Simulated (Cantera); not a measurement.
An adiabatic, constant-volume homogeneous reactor starts with CH₃OH : O₂ : N₂ = 1 : 1.76 : 6.64 (molar parts), equivalence ratio 0.85, at 1250 K and 3.10 bar. Integrator tolerance rtol = 1e-08.

Cantera simulation using GRI-Mech 3.0 (53 species, 325 reactions); the numbers are that mechanism's predictions, not measurements. GRI-Mech 3.0 was tuned for natural gas; its chemistry of methanol as a main component is partial and can be far from experiment.

What does this change do: initial temperature 1250 to 1000 K?


| quantity | before | after |
|---|---|---|
| time of steepest temperature rise | 1.66 ms | not reached |
| temperature at 0.200 s | 2841 K | 1010 K |
| equilibrium temperature | 2841 K | 2753 K |
| x(CH₃OH) at 0.200 s | <1e-12 (gas-phase equilibrium <1e-12) | 0.104 (gas-phase equilibrium <1e-12) |
| x(O₂) at 0.200 s | 0.0309 (gas-phase equilibrium 0.0309) | 0.185 (gas-phase equilibrium 0.0286) |
| x(CO₂) at 0.200 s | 0.0716 (gas-phase equilibrium 0.0716) | 4.97e-6 (gas-phase equilibrium 0.0797) |
| x(CH₄) at 0.200 s | <1e-12 (gas-phase equilibrium <1e-12) | 6.46e-7 (gas-phase equilibrium <1e-12) |
| x(CH₂) at 0.200 s | <1e-12 (gas-phase equilibrium <1e-12) | <1e-12 (gas-phase equilibrium <1e-12) |
| x(H₂O) at 0.200 s | 0.176 (gas-phase equilibrium 0.176) | 0.00204 (gas-phase equilibrium 0.184) |
| x(C₂H₄) at 0.200 s | <1e-12 (gas-phase equilibrium <1e-12) | <1e-12 (gas-phase equilibrium <1e-12) |

What does this change do: pressure from 3.10 bar to 0.510 bar?


```tsv
quantity	before	after
time of steepest temperature rise	1.66 ms	8.11 ms
temperature at 0.200 s	2841 K	2711 K
equilibrium temperature	2841 K	2711 K
x(CH₃OH) at 0.200 s	<1e-12 (gas-phase equilibrium <1e-12)	<1e-12 (gas-phase equilibrium <1e-12)
x(O₂) at 0.200 s	0.0309 (gas-phase equilibrium 0.0309)	0.0350 (gas-phase equilibrium 0.0350)
x(CO₂) at 0.200 s	0.0716 (gas-phase equilibrium 0.0716)	0.0647 (gas-phase equilibrium 0.0647)
x(CH₄) at 0.200 s	<1e-12 (gas-phase equilibrium <1e-12)	<1e-12 (gas-phase equilibrium <1e-12)
x(CH₂) at 0.200 s	<1e-12 (gas-phase equilibrium <1e-12)	<1e-12 (gas-phase equilibrium <1e-12)
x(H₂O) at 0.200 s	0.176 (gas-phase equilibrium 0.176)	0.169 (gas-phase equilibrium 0.169)
x(C₂H₄) at 0.200 s	<1e-12 (gas-phase equilibrium <1e-12)	<1e-12 (gas-phase equilibrium <1e-12)
```

What does this change do: pressure from 3.10 bar to 0.440 bar?


| quantity | before | after |
|---|---|---|
| time of steepest temperature rise | 1.66 ms | 9.29 ms |
| temperature at 0.200 s | 2841 K | 2700 K |
| equilibrium temperature | 2841 K | 2700 K |
| x(CH₃OH) at 0.200 s | <1e-12 (gas-phase equilibrium <1e-12) | <1e-12 (gas-phase equilibrium <1e-12) |
| x(O₂) at 0.200 s | 0.0309 (gas-phase equilibrium 0.0309) | 0.0353 (gas-phase equilibrium 0.0353) |
| x(CO₂) at 0.200 s | 0.0716 (gas-phase equilibrium 0.0716) | 0.0642 (gas-phase equilibrium 0.0642) |
| x(CH₄) at 0.200 s | <1e-12 (gas-phase equilibrium <1e-12) | <1e-12 (gas-phase equilibrium <1e-12) |
| x(CH₂) at 0.200 s | <1e-12 (gas-phase equilibrium <1e-12) | <1e-12 (gas-phase equilibrium <1e-12) |
| x(H₂O) at 0.200 s | 0.176 (gas-phase equilibrium 0.176) | 0.168 (gas-phase equilibrium 0.168) |
| x(C₂H₄) at 0.200 s | <1e-12 (gas-phase equilibrium <1e-12) | <1e-12 (gas-phase equilibrium <1e-12) |
